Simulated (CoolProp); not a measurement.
Model: reference Helmholtz-energy equation of state, Colonna 2008, in CoolProp. It is a short technical equation, of lower accuracy than the large ones.

Question: Give the vapour pressure (kPa), vapour density (kg/m³), enthalpy of vaporisation (kJ/kg) of saturated dodecamethylcyclohexasiloxane (D6) at 458.6, 560.2 K.

Answer: 
| T (K) | p (kPa) | vapour density (kg/m³) | enthalpy of vaporisation (kJ/kg) |
|---|---|---|---|
| 458.6 | 21.6 | 2.60 | 116 |
| 560.2 | 238 | 28.0 | 84.6 |
